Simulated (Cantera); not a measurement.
Source: NASA polynomial tables (part measured, part estimated), evaluated in Cantera. Values are per mole of reaction as written; species without (g) are pure solids or liquids, kept so even where they would boil at 1 bar. TiC: taken at fixed stoichiometry.

6 CO2(g) + 2 Ti3O5 = 6 TiC + 11 O2(g)

```json
[
 {"T (K)": "300", "ΔH° (kJ)": "6174.8", "ΔS° (J/K)": "860.4", "ΔG° (kJ)": "5916.7", "log10 K": "-1030.16", "condensed phases": "Ti3O5(s), TiC(s)"},
 {"T (K)": "2548", "ΔH° (kJ)": "5638.2", "ΔS° (J/K)": "514.2", "ΔG° (kJ)": "4328.0", "log10 K": "-88.72", "condensed phases": "Ti3O5(l), TiC(s)"},
 {"T (K)": "2623", "ΔH° (kJ)": "5632.0", "ΔS° (J/K)": "511.8", "ΔG° (kJ)": "4289.6", "log10 K": "-85.42", "condensed phases": "Ti3O5(l), TiC(s)"},
 {"T (K)": "2698", "ΔH° (kJ)": "___", "ΔS° (J/K)": "___", "ΔG° (kJ)": "___", "log10 K": "___", "condensed phases": "Ti3O5(l), TiC(s)"},
 {"T (K)": "2773", "ΔH° (kJ)": "5620.7", "ΔS° (J/K)": "507.6", "ΔG° (kJ)": "4213.1", "log10 K": "-79.36", "condensed phases": "Ti3O5(l), TiC(s)"},
 {"T (K)": "2848", "ΔH° (kJ)": "5615.8", "ΔS° (J/K)": "505.9", "ΔG° (kJ)": "4175.1", "log10 K": "-76.57", "condensed phases": "Ti3O5(l), TiC(s)"},
 {"T (K)": "2923", "ΔH° (kJ)": "___", "ΔS° (J/K)": "___", "ΔG° (kJ)": "___", "log10 K": "___", "condensed phases": "Ti3O5(l), TiC(s)"},
 {"T (K)": "2998", "ΔH° (kJ)": "5607.3", "ΔS° (J/K)": "502.9", "ΔG° (kJ)": "4099.5", "log10 K": "-71.42", "condensed phases": "Ti3O5(l), TiC(s)"}
]
```

Task: What belongs in the gaps?

Result: 
- 2698, ΔH° (kJ): 5626.1
- 2698, ΔS° (J/K): 509.6
- 2698, ΔG° (kJ): 4251.3
- 2698, log10 K: -82.31
- 2923, ΔH° (kJ): 5611.3
- 2923, ΔS° (J/K): 504.3
- 2923, ΔG° (kJ): 4137.2
- 2923, log10 K: -73.93
